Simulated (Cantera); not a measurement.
An adiabatic, constant-volume homogeneous reactor starts with CH4 : O2 : N2 = 1 : 3.28 : 12.3 (molar parts), equivalence ratio 0.61, at 1323 K and 3750 Torr. Integrator tolerance rtol = 1e-08.

Cantera simulation using GRI-Mech 3.0 (53 species, 325 reactions); the numbers are that mechanism's predictions, not measurements.

| quantity | before | after |
|---|---|---|
| time of steepest temperature rise | 1.68 ms | 8.01 ms |
| temperature at 0.600 s | 2685 K | 2604 K |
| equilibrium temperature | 2685 K | 2604 K |
| x(CH4) at 0.600 s | <1e-12 (gas-phase equilibrium <1e-12) | <1e-12 (gas-phase equilibrium <1e-12) |
| x(O2) at 0.600 s | 0.0679 (gas-phase equilibrium 0.0679) | 0.0694 (gas-phase equilibrium 0.0694) |
| x(C2H2) at 0.600 s | <1e-12 (gas-phase equilibrium <1e-12) | <1e-12 (gas-phase equilibrium <1e-12) |
| x(CO2) at 0.600 s | 0.0539 (gas-phase equilibrium 0.0539) | 0.0499 (gas-phase equilibrium 0.0499) |
| x(N2O) at 0.600 s | 2.92e-6 (gas-phase equilibrium 2.92e-6) | 1.00e-6 (gas-phase equilibrium 1.00e-6) |
| x(CO) at 0.600 s | 0.00594 (gas-phase equilibrium 0.00594) | 0.00962 (gas-phase equilibrium 0.00962) |

Problem. Name the change that produced these shifts.
A) pressure from 3750 Torr to 578 Torr
B) O2 3.28 to 1.7 parts
C) pressure from 3750 Torr to 7500 Torr
D) CH4 1 to 0.52 parts

Solution. A, pressure from 3750 Torr to 578 Torr
